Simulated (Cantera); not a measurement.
Stirred combustor or abatement burner

A perfectly stirred reactor is fed with 3.61 % C3H8, 20.3 % O2, 76.1 % N2, at 4.93 atm; it is adiabatic with a 648 K inlet, and is followed from long to short residence time, starting on the burning branch (τ in s: 0.25, 0.098, 0.039, 0.015, 0.006, 0.0024, 0.00094, 0.00037, 0.00015, 5.8e-05).

Computed with Cantera and GRI-Mech 3.0 (53 species, 325 reactions). GRI-Mech 3.0 was tuned for natural gas; its chemistry of propane as a main component is partial and can be far from experiment.

```
τ (s)    T (K)   x C3H8    x O2    x HCN     x H2    x HCO    x CH4
-------  -----  -------  ------  -------  -------  -------  -------
0.25      2396  1.28e-8  0.0213  3.68e-8  0.00147  2.91e-9  1.46e-8
0.098     2397  3.24e-8  0.0216  8.47e-8  0.00149  5.26e-9  3.65e-8
0.039     2397  8.02e-8  0.0220  1.72e-7  0.00151  1.12e-8  8.79e-8
0.015     2396  2.03e-7  0.0228  3.06e-7  0.00159  2.71e-8  2.11e-7
0.0060    2390  4.89e-7  0.0237  4.49e-7  0.00175  6.68e-8  4.60e-7
0.0024    2375  1.14e-6  0.0248  5.73e-7  0.00210  1.69e-7  9.11e-7
0.00094   2345  2.60e-6  0.0265  6.67e-7  0.00277  4.44e-7  1.66e-6
0.00037   2298  5.64e-6  0.0289  7.64e-7  0.00378  1.17e-6  2.95e-6
0.00015   2237  1.18e-5  0.0319  9.34e-7  0.00505  2.99e-6  5.69e-6
5.8e-5    2156  2.70e-5  0.0362  1.30e-6  0.00656  7.92e-6  1.39e-5
```
x: mole fraction; the columns are a selection and need not sum to one.
